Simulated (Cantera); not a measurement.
An isothermal, constant-pressure homogeneous reactor starts with NO : N2 = 1 : 0.14 (molar parts), at 1873 K and 2200 Pa. Integrator tolerance rtol = 1e-08.

Detailed kinetics in Cantera: GRI-Mech 3.0 (53 species, 325 reactions). Radical loss at walls, strong at low pressure, is not modelled.

Q: What does this change do: NO 1 to 0.18 parts?

A: 
```tsv
quantity	before	after
x(NO) at 200 s	0.0160 (gas-phase equilibrium 0.00641)	0.0156 (gas-phase equilibrium 0.00580)
x(NO2) at 200 s	7.32e-6 (gas-phase equilibrium 2.96e-6)	5.70e-6 (gas-phase equilibrium 2.14e-6)
x(N2) at 200 s	0.553 (gas-phase equilibrium 0.558)	0.711 (gas-phase equilibrium 0.716)
x(N2O) at 200 s	9.36e-8 (gas-phase equilibrium 4.55e-8)	9.87e-8 (gas-phase equilibrium 4.67e-8)
x(O) at 200 s	0.00105 (gas-phase equilibrium 0.00106)	0.000838 (gas-phase equilibrium 0.000845)
x(O2) at 200 s	0.430 (gas-phase equilibrium 0.435)	0.273 (gas-phase equilibrium 0.278)
```

Q: What does this change do: temperature 1873 to 1900 K?

A: 
```
quantity                                          before                                    after
---------------  ---------------------------------------  ---------------------------------------
x(NO) at 200 s    0.0160 (gas-phase equilibrium 0.00641)   0.0105 (gas-phase equilibrium 0.00696)
x(NO2) at 200 s  7.32e-6 (gas-phase equilibrium 2.96e-6)  4.59e-6 (gas-phase equilibrium 3.05e-6)
x(N2) at 200 s       0.553 (gas-phase equilibrium 0.558)      0.556 (gas-phase equilibrium 0.558)
x(N2O) at 200 s  9.36e-8 (gas-phase equilibrium 4.55e-8)  6.28e-8 (gas-phase equilibrium 4.93e-8)
x(O) at 200 s    0.00105 (gas-phase equilibrium 0.00106)  0.00133 (gas-phase equilibrium 0.00133)
x(O2) at 200 s       0.430 (gas-phase equilibrium 0.435)      0.432 (gas-phase equilibrium 0.434)
```
